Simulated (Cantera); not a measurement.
Charge: 1 mol SiH2Cl2, 0.063 mol Cl2, 5.3 mol N2, equilibrated at 375 Torr.

Cantera equilibrium calculation (NASA polynomials, part measured and part estimated; ideal gas, pure solids and liquids). Candidate condensed phases: NH4Cl, Si, Si3N4; 28 gas species. N2 is the only nitrogen source here; it is nearly inert below about 1500 K, so the nitride shown seldom forms there in practice. The tables' values for SiCl3 are old estimates; treat these amounts as uncertain. Kinetics and transport are ignored.

**Question.** At 877 °C, list the 4 most abundant gas species with their mole fractions, and the condensed phases.

**Answer.** N2 0.725, HCl 0.172, H2 0.0649, SiCl4 0.0370. Condensed: Si3N4(s).
